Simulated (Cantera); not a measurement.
Feed: 1 mol CF4, 0.086 mol Si, at 1948 K and 10.0 Torr.

These are equilibrium values from Cantera (NASA tables, ideal gas, pure condensed phases), not measurements of a reactor. Candidate condensed phases: C, Si, SiC; 23 gas species. Gases not in the tables: C2F6 and larger saturated fluorocarbons. Rates play no part.

Base state: CF4 0.839, SiF4 0.0824, CF2 0.0568, F 0.0166, CF3 0.00522, CF 5.90e-5 (mole fractions); condensed: C(graphite).

Task: What changes in the equilibrium state with this change: pressure from 10.0 Torr to 75.0 Torr?

Result: 
```csv
species,before,after
CF4,0.839,0.887
SiF4,0.0824,0.0848
CF2,0.0568,0.0213
F,0.0166,0.00371
CF,5.90e-5,1.32e-5
CF3,0.00522,0.00329
"C(graphite), mol",0.0592,0.0753
```

Task: What changes in the equilibrium state with this change: temperature from 1948 K to 1973.15 K?

Result: 
```json
[
 {"species": "CF4", "before": "0.839", "after": "0.821"},
 {"species": "SiF4", "before": "0.0824", "after": "0.0815"},
 {"species": "CF2", "before": "0.0568", "after": "0.0698"},
 {"species": "F", "before": "0.0166", "after": "0.0211"},
 {"species": "CF", "before": "5.90e-5", "after": "8.58e-5"},
 {"species": "CF3", "before": "0.00522", "after": "0.00613"},
 {"species": "C(graphite), mol", "before": "0.0592", "after": "0.0530"}
]
```

Task: What changes in the equilibrium state with this change: Si from 0.086 to 0.0067 mol?

Result: 
```json
[
 {"species": "CF4", "before": "0.839", "after": "0.939"},
 {"species": "F", "before": "0.0166", "after": "0.0267"},
 {"species": "CF2", "before": "0.0568", "after": "0.0245"},
 {"species": "SiF4", "before": "0.0824", "after": "0.00648"},
 {"species": "CF", "before": "5.90e-5", "after": "1.58e-5"},
 {"species": "CF3", "before": "0.00522", "after": "0.00362"},
 {"species": "C(graphite), mol", "before": "0.0592", "after": "0"}
]
```
